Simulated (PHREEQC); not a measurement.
Consider water at 20 °C with 3.5 mmol/kgw CuSO4, 87 mmol/kgw HBF4 and 15 mmol/kgw Na2SO4. It is in equilibrium with CO2 at log p = -3.4 (atm). Otherwise closed; pH follows from the charge balance.

Model: ion-association model, wateq4f.dat, run in PHREEQC.

Precipitation was switched off in this run.

Problem. Order these F species by the share of F that they hold, largest first: H2F2, BF3OH-, HF, BF2(OH)2-, BF4-.

Solution. BF4- (94 %), HF (3.4 %), BF3OH- (1.9 %), H2F2 (0.26 %), BF2(OH)2- (0.12 %)

Problem. Order these B species by the share of B that they hold, largest first: BF2(OH)2-, BF3OH-, H3BO3, BF4-.

Solution. BF4- (94 %), H3BO3 (3.0 %), BF3OH- (2.6 %), BF2(OH)2- (0.24 %)

The pH is 1.23 and the ionic strength 0.116 mol/kgw. Species that the database lacks are ignored. Real BF4- forms and hydrolyses slowly; the run takes it at equilibrium.
